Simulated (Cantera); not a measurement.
Thermodynamics of tantalum, niobium, vanadium and zirconium in process gases, feed Ta + CH₄ + H₂

Feed: 1 mol Ta, 2.5 mol CH₄, 100 mol H₂, held at 1348.15 K and 6.20 mbar.

Equilibrium computed with Cantera from the NASA thermochemical tables; the gas is ideal and each condensed phase is pure. Candidate condensed phases: C, C₆H₆, C₇H₈, C₈H₁₈, Ta, TaC; 77 gas species. TaC: taken at fixed stoichiometry. Condensed phases not in the tables: Ta₂C. Rates play no part.

- x(H₂) = 1.000
- x(CH₄) = 3.61e-5
- x(H) = 2.94e-5
- x(C₂H₂ (acetylene)) = 1.21e-6
- n(C(graphite)) = 1.50 mol
- n(TaC(s)) = 1.00 mol
- gas amount = 105.0 mol
- log10 activity of Ta(s) (absent) = -5.44
